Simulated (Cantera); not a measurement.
Cantera run:

```python
import numpy as np
import cantera as ct

gas_names = [...]  # 62 gases of nasa_gas.yaml made of B, F, H, N, O
cond_names = """
    B(b) B(L) BN(s) B2O3(L) B3O3H3(cr) H2O(s) H2O(L)
""".split()


# ... load() reads the species with a 1 bar reference pressure and builds the phases ...
atoms = {
    'BF3': {'B': 1, 'F': 3},
    'H2O': {'H': 2, 'O': 1},
    'N2': {'N': 2},
}
top_T = {'BN(s)': 3200}  # K; cautious upper limits of use, not melting points


# ... equilibrate(T, P, feed) seeds the gas with the atoms and calls Mixture.equilibrate('TP', solver="vcs", rtol=1e-11, max_steps=5000) ...
results = []
feed = {'BF3': 1, 'H2O': 3.7, 'N2': 0.27}  # mol
T = 1675  # K
for P in [10, 63, 400, 2500, 16000, 100000]:
    mix = equilibrate(T, P, feed)
    results.append((T, P, feed, dict(zip(mix.species_names, mix.species_moles))))
    x = sorted(zip(gas.X, gas.species_names), reverse=True)
    print(f"T = {T:g} K  P = {P:g} Pa  gas = {mix.phase_moles(0):.4g} mol")
    print("   x: " + "  ".join(f"{s} {v:.3e}" for v, s in x if v > 1e-06))
    print("   condensed (mol): " + ("  ".join(f"{mix.phase(i).name} {mix.phase_moles(i):.4g}"
          for i in range(1, mix.n_phases) if mix.phase_moles(i) > 1e-12) or "none"))
```

Output:

```
T = 1675 K  P = 10 Pa  gas = 6.008 mol
   x: H2O 3.923e-01  HF 3.794e-01  BOF 1.200e-01  HBO2 4.555e-02  N2 4.490e-02  H2 9.374e-03  O2 4.165e-03  OH 2.276e-03  H 1.124e-03  BO2 3.226e-04  B2O3 3.005e-04  O 2.205e-04  NO 8.853e-05  BF3 5.646e-06  BO 3.881e-06  F 3.870e-06  HBO 1.569e-06
   condensed (mol): none
T = 1675 K  P = 63 Pa  gas = 5.989 mol
   x: H2O 3.984e-01  HF 3.808e-01  BOF 1.200e-01  HBO2 4.611e-02  N2 4.505e-02  H2 5.164e-03  O2 2.246e-03  OH 1.240e-03  H 3.324e-04  B2O3 3.033e-04  BO2 1.753e-04  NO 6.513e-05  O 6.451e-05  BF3 3.531e-05  F 2.085e-06  BO 1.144e-06
   condensed (mol): none
T = 1675 K  P = 400 Pa  gas = 5.979 mol
   x: H2O 4.019e-01  HF 3.812e-01  BOF 1.199e-01  HBO2 4.641e-02  N2 4.514e-02  H2 2.818e-03  O2 1.208e-03  OH 6.721e-04  B2O3 3.046e-04  BF3 2.225e-04  H 9.746e-05  BO2 9.480e-05  NO 4.781e-05  O 1.878e-05  BOF2 1.596e-06  F 1.121e-06
   condensed (mol): none
T = 1675 K  P = 2500 Pa  gas = 5.967 mol
   x: H2O 4.052e-01  HF 3.797e-01  BOF 1.189e-01  HBO2 4.660e-02  N2 4.523e-02  H2 1.545e-03  BF3 1.358e-03  O2 6.538e-04  OH 3.661e-04  B2O3 3.045e-04  BO2 5.142e-05  NO 3.521e-05  H 2.887e-05  O 5.525e-06  BOF2 5.324e-06  B3O3F3 3.065e-06
   condensed (mol): none
T = 1675 K  P = 16000 Pa  gas = 5.926 mol
   x: H2O 4.152e-01  HF 3.696e-01  BOF 1.133e-01  HBO2 4.675e-02  N2 4.555e-02  BF3 7.654e-03  H2 8.516e-04  O2 3.533e-04  B2O3 2.991e-04  OH 1.998e-04  B3O3F3 1.086e-04  BO2 2.747e-05  NO 2.597e-05  BOF2 1.683e-05  H3B3O6 9.110e-06  H 8.471e-06  O 1.605e-06
   condensed (mol): none
T = 1675 K  P = 100000 Pa  gas = 5.775 mol
   x: H2O 4.499e-01  HF 3.346e-01  BOF 9.105e-02  N2 4.675e-02  HBO2 4.495e-02  BF3 2.907e-02  B3O3F3 2.199e-03  H2 4.950e-04  H3B3O6 3.163e-04  B2O3 2.552e-04  O2 1.965e-04  OH 1.136e-04  BOF2 4.013e-05  NO 1.962e-05  BO2 1.386e-05  H 2.583e-06  H2F2 1.158e-06
   condensed (mol): none
```

Method: chemical equilibrium by Gibbs-energy minimisation in Cantera with the NASA 1993 tables (ideal gas, pure condensed phases). Gases not in the tables: H3BO3.
